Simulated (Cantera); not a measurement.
**Diamond growth**

A diamond (100) surface in a fixed gas of H2 with x(CH4) = 0.0043, x(H) = 0.026, x(CH3) = 0.0016, 1700 Pa; coverages are run to steady state.

Computed with Cantera and the Harris–Goodwin 1993 mechanism for the reconstructed diamond (100) surface.

```tsv
T (K)	growth (µm/h)	θ c6HH	θ c6H*	θ c6*H	θ c6**	θ c6HM
900	7.99	0.650	0.00990	0.275	0.00408	0.0487
975	12.1	0.591	0.0155	0.339	0.00768	0.0351
1050	16.1	0.533	0.0222	0.396	0.0130	0.0247
1125	17.2	0.481	0.0299	0.445	0.0205	0.0149
1200	13.0	0.434	0.0381	0.487	0.0302	0.00632
1275	8.37	0.390	0.0465	0.518	0.0418	0.00191
1350	6.96	0.350	0.0546	0.538	0.0553	0.000509
```
θ: site fractions in the mechanism's names (c6HH fully hydrogenated, c6H* and c6*H radical sites, c6** diradical, c6HM methylated).
